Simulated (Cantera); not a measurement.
# Thermodynamics of silicon etching in halogen gases, feed Si + F2 + H2

Input: 1 mol Si, 2.7 mol F2, a varied amount of H2, held at 1075 K and 1.30 Pa.

Equilibrium computed with Cantera from the NASA thermochemical tables; the gas is ideal and each condensed phase is pure. Candidate condensed phases: Si; 25 gas species. The tables' values for SiF3 are old estimates; treat these amounts as uncertain. Equilibrium is a limit: real reactors are often held back by kinetics, nucleation or transport.

From 0.34 mol H2 to 63 mol H2 nothing is condensed. The main Si-bearing gas is SiF4 throughout.

| n(H2) (mol) | x H2 | x HF | x SiF4 | x F |
|---|---|---|---|---|
| 0.34 | <1e-12 | 0.283 | 0.417 | 0.300 |
| 0.72 | 0.00826 | 0.579 | 0.413 | 9.91e-12 |
| 1.5 | 0.250 | 0.438 | 0.312 | 1.36e-12 |
| 3.2 | 0.510 | 0.286 | 0.204 | <1e-12 |
| 6.8 | 0.718 | 0.165 | 0.118 | <1e-12 |
| 14 | 0.847 | 0.0892 | 0.0637 | <1e-12 |
| 30 | 0.924 | 0.0442 | 0.0315 | <1e-12 |
| 63 | 0.963 | 0.0217 | 0.0154 | <1e-12 |
x: gas mole fraction; nothing condenses.
